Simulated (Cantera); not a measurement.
Feed: 1 mol SiO₂, 1.2 mol MgCl₂, 0.22 mol O₂, held at 1000 K and 0.0420 bar.

Cantera equilibrium calculation (NASA polynomials, part measured and part estimated; ideal gas, pure solids and liquids). Candidate condensed phases: Mg, MgCl₂, MgO, MgSiO₃, Mg₂SiO₄, Si, SiO₂; 20 gas species. Condensed phases not in the tables: alloys, solid solutions and most ternary compounds. Rates play no part.

Base state: Cl₂ 0.994, MgCl₂ 0.00453, Cl 0.00189, SiCl₄ 4.71e-5 (mole fractions); condensed: MgCl₂(l) + MgSiO₃(s) + SiO₂(β-quartz).

**Question.** What changes in the equilibrium state with this change: pressure from 0.0420 bar to 0.0180 bar?

**Answer.** 
```csv
species,before,after
Cl₂,0.994,0.986
MgCl₂,0.00453,0.0106
Cl,0.00189,0.00288
SiCl₄,4.71e-5,0.000110
"MgCl₂(l), mol",0.758,0.755
"MgSiO₃(s), mol",0.440,0.440
"SiO₂(β-quartz), mol",0.560,0.560
```

**Question.** What changes in the equilibrium state with this change: SiO₂ replaced by TiO₂?

**Answer.** 
```
species               before    after
-------------------  -------  -------
Cl₂                    0.994    0.942
TiCl₄                      0   0.0514
MgCl₂                0.00453  0.00453
Cl                   0.00189  0.00184
SiCl₄                4.71e-5        0
MgCl₂(l), mol          0.758    0.710
MgSiO₃(s), mol         0.440        0
SiO₂(β-quartz), mol    0.560        0
MgTi₂O₅(s), mol            0    0.488
```
Condensed phases not in the tables: TiOCl, alloys, solid solutions and most ternary compounds. Further candidate phases: MgTiO₃, MgTi₂O₅, Mg₂TiO₄, Ti, TiCl₂, TiCl₃, TiCl₄, TiO, TiO₂, Ti₂O₃, Ti₃O₅, Ti₄O₇.
